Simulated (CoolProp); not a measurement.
A single-stage vapour-compression cycle with R143a: evaporating at 223.15 K (dew point), condensing at 258.15 K (bubble point), superheat 10 K, subcooling 2 K, compressor efficiency 0.8, no pressure losses. Each further row changes one setting.

Model: reference Helmholtz-energy equation of state, Lemmon and Jacobsen 2000, in CoolProp.

| case | cooling COP | pressure ratio | discharge temperature (K) | refrigerating effect (kJ/kg) | volumetric capacity (kJ/m³) |
|---|---|---|---|---|---|
| as stated | 4.44 | 4.25 | 288.8 | 192 | 767 |
| evaporating temperature 228.15 K | 5.40 | 3.35 | 285.0 | 195 | 975 |
| condensing temperature 253.15 K | 5.30 | 3.55 | 281.6 | 199 | 795 |
| subcooling 7 K | 4.60 | 4.25 | 288.8 | 199 | 795 |
| superheat 20 K | 4.42 | 4.25 | 299.4 | 200 | 763 |
| compressor efficiency 0.7 | 3.88 | 4.25 | 295.0 | 192 | 767 |
